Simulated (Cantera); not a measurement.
A Cantera script and its output.

```python
import numpy as np
import cantera as ct

gas = ct.Solution("gri30.yaml")


def delay(T, t_max=10):
    gas.TPX = T, 330000, {'CH4': 1, 'CO': 1.1, 'O2': 1.34, 'N2': 5.05}
    reactor = ct.IdealGasConstPressureReactor(gas, clone=False)
    net = ct.ReactorNet([reactor])
    net.rtol, net.atol = 1e-8, 1e-16
    while net.time < t_max:
        t_old, T_old = net.time, reactor.T
        net.step()
        if reactor.T > T + 400:  # ignition: a rise of 400 K
            return t_old + (T + 400 - T_old) / (reactor.T - T_old) * (net.time - t_old)
    return np.nan


taus = []
for T in [1023, 1123, 1223, 1323, 1423, 1523, 1623, 1723, 1823, 1923]:
    taus.append(delay(T))
    print(f"T0 = {T:6g} K   tau = {taus[-1]:.4e} s")
```

Output:

```
T0 =   1023 K   tau = 9.3519e-01 s
T0 =   1123 K   tau = 1.5065e-01 s
T0 =   1223 K   tau = 3.0418e-02 s
T0 =   1323 K   tau = 7.2441e-03 s
T0 =   1423 K   tau = 1.9686e-03 s
T0 =   1523 K   tau = 6.0715e-04 s
T0 =   1623 K   tau = 2.1492e-04 s
T0 =   1723 K   tau = 8.8054e-05 s
T0 =   1823 K   tau = 4.1440e-05 s
T0 =   1923 K   tau = 2.1934e-05 s
```

Detailed kinetics in Cantera: GRI-Mech 3.0 (53 species, 325 reactions).
